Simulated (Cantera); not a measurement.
Charge: 1 mol NF3, 0.053 mol H2, 0.21 mol N2, equilibrated at 100 Torr.

Method: chemical equilibrium by Gibbs-energy minimisation in Cantera with the NASA 1993 tables (ideal gas, pure condensed phases). Kinetics and transport are ignored. All values below are at 1877 °C.

Base state: F 0.780, N2 0.191, HF 0.0286, F2 0.000186 (mole fractions); condensed: gas only.

Task: What changes in the equilibrium state with this change: NF3 replaced by HCl?

Result: 
| species | before | after |
|---|---|---|
| HCl | 0 | 0.752 |
| N2 | 0.191 | 0.164 |
| H2 | <1e-9 | 0.0538 |
| F | 0.780 | 0 |
| HF | 0.0286 | 0 |
| Cl | 0 | 0.0274 |
| H | 3.54e-9 | 0.00268 |
| F2 | 0.000186 | 0 |
| Cl2 | 0 | 6.33e-5 |
Further candidate phases: NH4Cl.
